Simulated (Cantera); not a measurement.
A perfectly stirred reactor is fed with 30.3 % CH4, 69.7 % N2, at 1330 Pa; it is held at 1800 K, and followed from long to short residence time.

Cantera simulation using GRI-Mech 3.0 (53 species, 325 reactions); the numbers are that mechanism's predictions, not measurements. GRI-Mech 3.0 stops at C3 and has no aromatics, soot or wall deposition, so with more carbon than oxygen in the feed, carbon stays in small species such as C2H2 where larger ones or solid carbon would form. Radical loss at walls, strong at low pressure, is not modelled.

Predict: x(CH4) at τ = 0.600 s; x(C2H) at τ = 0.600 s; x(HCN) at τ = 0.600 s; x(H) at τ = 0.600 s; x(C2H4) at τ = 0.600 s; x(CH4) at τ = 15.0 ms; x(C2H) at τ = 15.0 ms; x(HCN) at τ = 15.0 ms; x(H) at τ = 15.0 ms; x(C2H4) at τ = 15.0 ms.


```json
{
  "x(CH4) at τ = 0.600 s": "0.0402",
  "x(C2H) at τ = 0.600 s": "1.87e-6",
  "x(HCN) at τ = 0.600 s": "1.01e-5",
  "x(H) at τ = 0.600 s": "0.000644",
  "x(C2H4) at τ = 0.600 s": "0.000560",
  "x(CH4) at τ = 15.0 ms": "0.241",
  "x(C2H) at τ = 15.0 ms": "1.73e-7",
  "x(HCN) at τ = 15.0 ms": "4.88e-8",
  "x(H) at τ = 15.0 ms": "8.66e-5",
  "x(C2H4) at τ = 15.0 ms": "0.00845"
}
```
